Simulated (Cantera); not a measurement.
Charge: 1 mol SiCl4, 0.15 mol CH4, a varied amount of H2, held at 2173 K and 4.50 mbar.

Equilibrium computed with Cantera from the NASA thermochemical tables; the gas is ideal and each condensed phase is pure. Candidate condensed phases: C, C6H6, C7H8, C8H18, Si, SiC; 109 gas species. Gases not in the tables: Si2H6 and higher silanes. Equilibrium is a limit: real reactors are often held back by kinetics, nucleation or transport.

Task: What share of the Si ends up in condensed phases as a function of n(H2) (mol), at 2.6, 5.7, 12, 26, 56, 120, 260?

Result: 
| n(H2) (mol) | Si condensed (%) | as |
|---|---|---|
| 2.6 | 14.0 | SiC(s) |
| 5.7 | 13.6 | SiC(s) |
| 12 | 12.4 | SiC(s) |
| 26 | 9.7 | SiC(s) |
| 56 | 1.3 | SiC(s) |
| 120 | 0.0 | - |
| 260 | 0.0 | - |
